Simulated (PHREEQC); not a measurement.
Solution (25 °C): 140 mmol/kgw NaHSO4 and 0.11 mmol/kgw ZnSO4. Closed to the air; pH follows from the charge balance.

Equilibrium calculation in PHREEQC: ion-association model, phreeqc.dat.

No solid was allowed to form.

### Question
Predict the pH, ionic strength.

### Answer
pH 1.34; ionic strength 0.239 mol/kgw.

### Question
In which forms is Na present?

### Answer
Na+ 94 %, NaSO4- 6.4 % of the Na.
